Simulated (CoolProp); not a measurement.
Model: reference Helmholtz-energy equation of state, Lemmon 2003, in CoolProp. It is a pseudo-pure fit of the blend.

Question: For R410A, give the phase and the cp (kJ/(kg K)), Joule-Thomson coefficient (K/MPa), Prandtl number at 14.05 °C and 224 kPa; 49.55 °C and 224 kPa; 155.95 °C and 224 kPa.

Answer: 
- 14.05 °C and 224 kPa: gas; cp 0.836, Joule-Thomson coefficient 23.0, Prandtl number 0.820
- 49.55 °C and 224 kPa: gas; cp 0.870, Joule-Thomson coefficient 15.3, Prandtl number 0.799
- 155.95 °C and 224 kPa: gas; cp 1.01, Joule-Thomson coefficient 6.30, Prandtl number 0.811

Viscosity comes from a separate model (Geller 2000). Thermal conductivity comes from a separate model (Geller 2001).
